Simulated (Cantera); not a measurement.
An isothermal, constant-pressure homogeneous reactor starts with 31.6 % CH₄, 38.0 % CO₂, 30.4 % H₂, at 2100 K and 28.6 atm.

Cantera simulation using GRI-Mech 3.0 (53 species, 325 reactions); the numbers are that mechanism's predictions, not measurements. The pressure lies above the range GRI-Mech 3.0 was tuned for (to about 10 atm).

One state of this run: x CH₄ = 0.00422; x CO₂ = 0.00649; x H₂ = 0.529; x C₂H₆ = 5.77e-7; x CH₂O = 2.70e-6; x CO = 0.417. x: mole fraction; the columns are a selection and need not sum to one.

Question: Which value of t (s) does it belong to?
A. 0.000663
B. 0.00717
C. 0.171
D. 0.0158

Answer: D, 0.0158
